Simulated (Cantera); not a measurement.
Feed: 1 mol SiC, 0.15 mol CO2, 36 mol H2, at 0.160 Pa.

Equilibrium computed with Cantera from the NASA thermochemical tables; the gas is ideal and each condensed phase is pure. Candidate condensed phases: C, C6H6, C7H8, C8H18, H2O, Si, SiC, SiO2; 123 gas species. Equilibrium is a limit: real reactors are often held back by kinetics, nucleation or transport. All values below are at 1500 K.

Base state: H2 0.977, H 0.0138, CO 0.00644, SiO 0.00177, Si 0.000567 (mole fractions); condensed: SiC(s).

Problem. What changes in the equilibrium state with this change: CO2 from 0.15 to 3.5 mol?

Solution. 
```
species        before    after
-----------  --------  -------
H2              0.977    0.821
CO            0.00644    0.106
H2O             <1e-9   0.0342
SiO           0.00177   0.0239
H              0.0138   0.0126
CO2             <1e-9  0.00171
Si           0.000567    <1e-9
SiC(s), mol     0.915        0
```
